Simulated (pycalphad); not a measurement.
An equivalent pycalphad script:

```python
from pycalphad import Database, equilibrium, calculate, variables as v
import numpy as np
db = Database('COST507.tdb')
comps = ['AL', 'SI', 'MN', 'VA']
phases = ['AL11MN4', 'AL12MN', 'AL4MN', 'AL6MN', 'AL8MN5_D810', 'ALMNSI_ALPHA', 'ALMNSI_BETA', 'ALMNSI_DELTA', 'BCC_A2', 'CBCC_A12', 'CUB_A13', 'DIAMOND_A4', 'FCC_A1', 'HCP_A3', 'LIQUID', 'MN11SI19', 'MN3SI', 'MN5SI3', 'MN6SI', 'MN9SI2', 'MNSI']
eq = equilibrium(db, comps, phases, {v.X('SI'): 0.063, v.X('MN'): 0.0027, v.T: np.arange(1850, 499, -40), v.P: 101325, v.N: 1}, output=['HM', 'SM'])
```

CALPHAD calculation (pycalphad, COST 507 light-alloy database (1999)), 1 atm. The database dates from 1999; later assessments differ in places, in temperatures and in the compounds included. Amounts are mole fractions of atoms.

Results at three of the temperatures:

```
T = 1570.00 K, P = 101325 Pa, N = 1 mol of atoms
G = -91213 J/mol, H = 50268 J/mol, S = 90.12 J/(mol K)  (SER reference)
chemical potentials (J/mol): Al -89934, Si -105399, Mn -202725
phase             fraction      x(Al)      x(Si)      x(Mn)
LIQUID              1.0000     0.9343     0.0630     0.0027
```

```
T = 1210.00 K, P = 101325 Pa, N = 1 mol of atoms
G = -60185 J/mol, H = 38926 J/mol, S = 81.91 J/(mol K)  (SER reference)
chemical potentials (J/mol): Al -59498, Si -66021, Mn -161748
phase             fraction      x(Al)      x(Si)      x(Mn)
LIQUID              1.0000     0.9343     0.0630     0.0027
```

```
T = 890.00 K, P = 101325 Pa, N = 1 mol of atoms
G = -35441 J/mol, H = 28241 J/mol, S = 71.55 J/(mol K)  (SER reference)
chemical potentials (J/mol): Al -35337, Si -32971, Mn -129048
phase             fraction      x(Al)      x(Si)      x(Mn)
LIQUID              0.9397     0.9306     0.0666     0.0028
FCC_A1              0.0603     0.9918     0.0073   0.000953
```

Changes of the phase set, refined by bisection:

| T (K) | phases above | phases below |
|---|---|---|
| 892.5 | liquid | fcc + liquid |
| 887.9 | fcc + liquid | ALMNSI_ALPHA + fcc + liquid |
| 849.5 | ALMNSI_ALPHA + fcc + liquid | ALMNSI_ALPHA + diamond (Si) + fcc |

Database names, with the compositions (at.%) that they take in these runs: ALMNSI_ALPHA: Al 70 Mn 17 Si 12. FCC_A1 is fcc.
